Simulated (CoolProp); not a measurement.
Computed with CoolProp (reference Helmholtz-energy equation of state, Zhou 2012).

Task: For o-xylene, give the phase and the density (kg/m³), cv (kJ/(kg K)), Joule-Thomson coefficient (K/MPa), expansivity (1/kK) at 218.55 °C and 3.3 bar.

Result: 
- 218.55 °C and 3.3 bar: gas; density 9.36, cv 1.90, Joule-Thomson coefficient 20.4, expansivity 2.82
